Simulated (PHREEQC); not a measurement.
Make-up at 25 °C: 0.0019 mol/kgw NaHSO4, 0.001 mol/kgw Na2B4O7 and 0.027 mol/kgw KCl. Closed to the air; pH follows from the charge balance.

Computed with PHREEQC (ion-association model, phreeqc.dat).

Precipitation was switched off in this run.

Q: Predict the pH.

A: pH 7.57.

Q: In which forms is S present?

A: SO4-2 90 %, KSO4- 8.7 %, NaSO4- 0.9 % of the S.

Species that the database lacks are ignored.
